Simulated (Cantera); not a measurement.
Source: NASA polynomial tables (part measured, part estimated), evaluated in Cantera. Values are per mole of reaction as written; species without (g) are pure solids or liquids, kept so even where they would boil at 1 bar.

0.6667 Ti + Cl₂(g) = 0.6667 TiCl₃(g), with ΔH° = -359.6 kJ and ΔS° = -32.3 J/K at 300 K.

How far is the shortcut ΔG° ≈ ΔH°(300 K) − T·ΔS°(300 K) from the full temperature-dependent value at 1023, 1123, 1223, 1323, 1423, 1523, 1623 K?


```tsv
T (K)	shortcut (kJ)	full (kJ)	difference (kJ)	difference in log10 K	condensed phases
1023	-326.5	-326.1	-0.3	0.02	Ti(α)
1123	-323.3	-322.8	-0.5	0.02	Ti(α)
1223	-320.0	-319.3	-0.8	0.03	Ti(β)
1323	-316.8	-315.7	-1.1	0.04	Ti(β)
1423	-313.6	-312.0	-1.5	0.06	Ti(β)
1523	-310.3	-308.4	-1.9	0.07	Ti(β)
1623	-307.1	-304.8	-2.3	0.07	Ti(β)
```
The shortcut ignores heat capacities and the phase changes listed.
